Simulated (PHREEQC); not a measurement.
PHREEQC input (ion-association model, wateq4f.dat):

```
SOLUTION_MASTER_SPECIES
  An  An-  0  An  62.0  # stands for a non-complexing anion
SOLUTION_SPECIES
  An- = An-
    -log_k 0
    -gamma 3.0 0
PHASES
  Fix_H+
    H+ = H+
    -log_k 0
SOLUTION 1
  temp 25
  units mmol/kgw
  pH 7 charge
  Na 50
  An 50
END
SELECTED_OUTPUT 1
  -reset false
  -pH true
  -pe true
  -ionic_strength true
  -water true
  -totals Na
  -molalities Hfo_wOH Hfo_wOH2+ Hfo_wO- Hfo_sOH Hfo_sOH2+ Hfo_sO-
USER_PUNCH 1
  -headings sigma psi
  10 PUNCH EDL("sigma", "Hfo"), EDL("psi", "Hfo")
PRINT
  -reset false
USE solution 1
SURFACE 1
  Hfo_wOH 0.000741573 600 0.33
  Hfo_sOH 1.85393e-05
EQUILIBRIUM_PHASES 1
  Fix_H+ -3 HAn 10
    -force_equality true
  O2(g) -0.68 10
END
# ... the last block is repeated for the other 12 points of pH, with NaOH or the acid as the point needs
```

Selected output (columns that matter, 13 of 13 rows; pH added in front):

```
pH	mu	Na	m_Hfo_wOH	m_Hfo_wOH2+	m_Hfo_wO-	m_Hfo_sOH	m_Hfo_sOH2+	m_Hfo_sO-	sigma	psi
3	0.051539	0.05	2.6458e-05	0.00071509	2.2426e-08	6.6145e-07	1.7877e-05	5.6065e-10	0.35719	0.16908
3.5	0.050715	0.05	7.0281e-05	0.00067112	1.686e-07	1.757e-06	1.6778e-05	4.2151e-09	0.33516	0.16623
4	0.050419	0.05	0.00015123	0.00058946	8.8879e-07	3.7806e-06	1.4736e-05	2.222e-08	0.294	0.15967
4.5	0.050282	0.05	0.0002578	0.00048061	3.1679e-06	6.4449e-06	1.2015e-05	7.9197e-08	0.23849	0.14904
5	0.050197	0.05	0.00036323	0.00037018	8.1647e-06	9.0807e-06	9.2545e-06	2.0412e-07	0.18084	0.13498
5.5	0.050137	0.05	0.00044819	0.00027675	1.6628e-05	1.1205e-05	6.9188e-06	4.157e-07	0.12994	0.11828
6	0.050092	0.05	0.00050662	0.00020647	2.8478e-05	1.2666e-05	5.1618e-06	7.1194e-07	0.088913	0.099372
6.5	0.050059	0.05	0.0005413	0.00015772	4.256e-05	1.3532e-05	3.9429e-06	1.064e-06	0.057523	0.078415
7	0.050035	0.05	0.00055902	0.00012552	5.7033e-05	1.3975e-05	3.1381e-06	1.4258e-06	0.034213	0.05553
7.5	0.050017	0.05	0.00056673	0.00010428	7.0556e-05	1.4168e-05	2.6071e-06	1.7639e-06	0.016848	0.031066
8	0.050003	0.05	0.00056918	8.9088e-05	8.3306e-05	1.4229e-05	2.2272e-06	2.0827e-06	0.0028881	0.0056452
8.5	0.050015	0.050025	0.00056828	7.6189e-05	9.7104e-05	1.4207e-05	1.9047e-06	2.4276e-06	-0.010448	-0.019955
9	0.050039	0.050066	0.0005633	6.3128e-05	0.00011515	1.4082e-05	1.5782e-06	2.8787e-06	-0.025985	-0.044928
```

Complexes and solids missing from the database can't appear. The oxide is taken as insoluble; below pH 4 it would dissolve.
